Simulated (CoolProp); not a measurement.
Vapour-liquid equilibrium of n-butane (1) + R245fa (2) at 328.5 K; x and y are mole fractions of (1).

Computed with CoolProp (multi-fluid Helmholtz-energy mixture model, Bücker 2006 and Akasaka 2015; pair parameters Bell 2016).

```csv
x,"bubble pressure, mixture model (bar)","bubble pressure, Raoult's law (bar)","y, mixture model","y, Raoult's law"
0.05,4.808,4.124,…,0.069
0.2,6.259,4.371,0.426,0.260
0.35,6.901,4.617,…,0.431
0.5,…,4.864,…,0.585
0.65,7.215,5.111,…,0.723
0.8,…,5.358,0.710,0.849
0.95,…,5.604,…,0.964
```

**Question.** Fill in the missing entries.

**Answer.** 
- 0.05, y, mixture model: 0.181
- 0.35, y, mixture model: 0.525
- 0.5, bubble pressure, mixture model (bar): 7.158
- 0.5, y, mixture model: 0.582
- 0.65, y, mixture model: 0.634
- 0.8, bubble pressure, mixture model (bar): 7.034
- 0.95, bubble pressure, mixture model (bar): 6.241
- 0.95, y, mixture model: 0.882

The largest gap from Raoult's law is +49.5 % in bubble pressure, at x = 0.35. y crosses x between x = 0.5 and 0.65: the model has an azeotrope there.

The pair parameters rest on a limited set of measurements; away from them the model extrapolates.
